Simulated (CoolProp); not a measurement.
The fluid at 298.15 K and 0.716 MPa is compressed adiabatically to 4.51 MPa with isentropic efficiency 0.9. The same conditions are run with several fluids, on thermodynamics alone (safety and materials aside).

Model: reference Helmholtz-energy equation of state of each fluid (R143a: Lemmon and Jacobsen 2000; CH2F2 (R32): Tillner-Roth 1997; R13: Platzer 1990; nitrous oxide: Lemmon 2006), in CoolProp. The equations of Platzer and Polt are older, rougher fits.

Q: Rank R143a, CH2F2 (R32), R13, nitrous oxide by work (kJ/kg), highest first.

A: nitrous oxide (134), CH2F2 (R32) (103), R143a (52.0), R13 (48.6)

```csv
fluid,final temperature (K),final phase,final density (kg/m³)
R143a,387.3,supercritical,181
CH2F2 (R32),433.1,gas,76.2
R13,390.5,supercritical,174
nitrous oxide,453.0,gas,55.9
```
